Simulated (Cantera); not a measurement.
What does this Cantera script print?

```python
import numpy as np
import cantera as ct

gas = ct.Solution("h2o2.yaml")


def delay(T, t_max=10):
    gas.TPX = T, 250000, {'H2': 1, 'O2': 0.37, 'N2': 2.72}
    reactor = ct.IdealGasReactor(gas, clone=False)
    net = ct.ReactorNet([reactor])
    net.rtol, net.atol = 1e-8, 1e-16
    while net.time < t_max:
        t_old, T_old = net.time, reactor.T
        net.step()
        if reactor.T > T + 400:  # ignition: a rise of 400 K
            return t_old + (T + 400 - T_old) / (reactor.T - T_old) * (net.time - t_old)
    return np.nan


taus = []
for T in [1250, 1350, 1450, 1550, 1650, 1750]:
    taus.append(delay(T))
    print(f"T0 = {T:6g} K   tau = {taus[-1]:.4e} s")

# d ln(tau) / d ln(k), from doubling and halving each rate constant
T, sens = 1450, []
for i in range(gas.n_reactions):
    gas.set_multiplier(2.0, i)
    up = delay(T)
    gas.set_multiplier(0.5, i)
    down = delay(T)
    gas.set_multiplier(1.0, i)
    sens.append((np.log(up / down) / np.log(4.0), gas.reaction(i).equation))
sens.sort(key=lambda x: -abs(x[0]))
print(f"sensitivities at {T} K")
for s, eq in sens[:10]:
    print(f"{s:8.3f}  {eq}")
```

Output:

```
T0 =   1250 K   tau = 2.3336e-05 s
T0 =   1350 K   tau = 1.4524e-05 s
T0 =   1450 K   tau = 1.0295e-05 s
T0 =   1550 K   tau = 8.0422e-06 s
T0 =   1650 K   tau = 6.8262e-06 s
T0 =   1750 K   tau = 6.2286e-06 s
sensitivities at 1450 K
  -0.643  H + O2 <=> O + OH
  -0.129  H2 + O <=> H + OH
  -0.069  H2 + OH <=> H + H2O
  -0.059  H + HO2 <=> H2 + O2
  -0.037  H + O2 + H2O <=> HO2 + H2O
  -0.025  H + OH + M <=> H2O + M
  -0.012  2 H + H2O <=> H2 + H2O
  -0.010  H + HO2 <=> 2 OH
  -0.010  2 H + M <=> H2 + M
  -0.002  2 H + H2 <=> H2 + H2
```

Cantera simulation using the H2/O2 subset of GRI-Mech 3.0, which has no nitrogen chemistry; the numbers are that mechanism's predictions, not measurements. The hydrogen kinetics of GRI-Mech 3.0 are dated; newer H2 mechanisms differ, most at raised pressure. Where the delays flatten at high temperature, the 400 K rule measures the pace of heat release, not the induction time.
